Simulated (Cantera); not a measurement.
Charge: 1 mol CuO, a varied amount of CO, at 0.0220 bar.

Equilibrium computed with Cantera from the NASA thermochemical tables; the gas is ideal and each condensed phase is pure. Candidate condensed phases: C, Cu, CuO, Cu₂O; 15 gas species. Kinetics and transport are ignored.

Problem. What condenses at these points (T in °C, n(CO) in mol): (1375, 4.1); (1525, 5.8); (1450, 4.1); (1750, 5.8)?

Solution. 
| T (°C) | n(CO) in mol | condensed phases | Cu condensed (%) |
|---|---|---|---|
| 1375 | 4.1 | Cu | 98.5 |
| 1525 | 5.8 | Cu | 85.7 |
| 1450 | 4.1 | Cu | 96.0 |
| 1750 | 5.8 | gas only | 0.0 |
